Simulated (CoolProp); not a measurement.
Vapour-liquid equilibrium of cyclohexane (1) + p-xylene (2) at 251 kPa; x and y are mole fractions of (1).

Values from CoolProp's multi-fluid Helmholtz-energy mixture model, Zhou 2014 and Zhou 2012; pair parameters Bell 2016.

```json
[
 {"x": "0.05", "bubble temperature (K)": "442.2", "y at the bubble point": "[?]", "dew temperature at overall composition x (K)": "447.1", "liquid density (mol/L)": "6.822"},
 {"x": "0.125", "bubble temperature (K)": "433.3", "y at the bubble point": "0.367", "dew temperature at overall composition x (K)": "444.1", "liquid density (mol/L)": "6.954"},
 {"x": "0.2", "bubble temperature (K)": "426.0", "y at the bubble point": "[?]", "dew temperature at overall composition x (K)": "[?]", "liquid density (mol/L)": "7.074"},
 {"x": "0.275", "bubble temperature (K)": "419.8", "y at the bubble point": "0.610", "dew temperature at overall composition x (K)": "437.7", "liquid density (mol/L)": "7.186"},
 {"x": "0.35", "bubble temperature (K)": "[?]", "y at the bubble point": "0.689", "dew temperature at overall composition x (K)": "434.2", "liquid density (mol/L)": "7.291"},
 {"x": "0.425", "bubble temperature (K)": "410.0", "y at the bubble point": "[?]", "dew temperature at overall composition x (K)": "430.4", "liquid density (mol/L)": "7.391"},
 {"x": "0.5", "bubble temperature (K)": "406.1", "y at the bubble point": "0.799", "dew temperature at overall composition x (K)": "426.4", "liquid density (mol/L)": "7.487"},
 {"x": "0.575", "bubble temperature (K)": "402.6", "y at the bubble point": "0.841", "dew temperature at overall composition x (K)": "422.0", "liquid density (mol/L)": "7.583"},
 {"x": "0.65", "bubble temperature (K)": "399.4", "y at the bubble point": "0.876", "dew temperature at overall composition x (K)": "417.2", "liquid density (mol/L)": "7.677"},
 {"x": "0.725", "bubble temperature (K)": "396.5", "y at the bubble point": "0.907", "dew temperature at overall composition x (K)": "411.9", "liquid density (mol/L)": "7.771"},
 {"x": "0.8", "bubble temperature (K)": "393.9", "y at the bubble point": "0.934", "dew temperature at overall composition x (K)": "406.0", "liquid density (mol/L)": "7.867"},
 {"x": "0.875", "bubble temperature (K)": "391.3", "y at the bubble point": "0.960", "dew temperature at overall composition x (K)": "399.5", "liquid density (mol/L)": "7.964"},
 {"x": "0.95", "bubble temperature (K)": "388.9", "y at the bubble point": "0.984", "dew temperature at overall composition x (K)": "392.3", "liquid density (mol/L)": "8.064"}
]
```

Question: Some entries are withheld; supply them.

Answer: 
- 0.05, y at the bubble point: 0.172
- 0.2, y at the bubble point: 0.507
- 0.2, dew temperature at overall composition x (K): 441.0
- 0.35, bubble temperature (K): 414.5
- 0.425, y at the bubble point: 0.750

No azeotrope shows between x = 0.05 and 0.95.

Pair parameters are fitted to limited data, so mixtures are less certain than the pure fluids.
